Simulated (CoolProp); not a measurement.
Computed with CoolProp (reference Helmholtz-energy equation of state, Eisenbach 2021).

Question: For propylene glycol, give the phase and the density (kg/m³), cv (kJ/(kg K)) at 354 K and 729 bar.

Answer: 
- 354 K and 729 bar: liquid; density 1030, cv 2.41
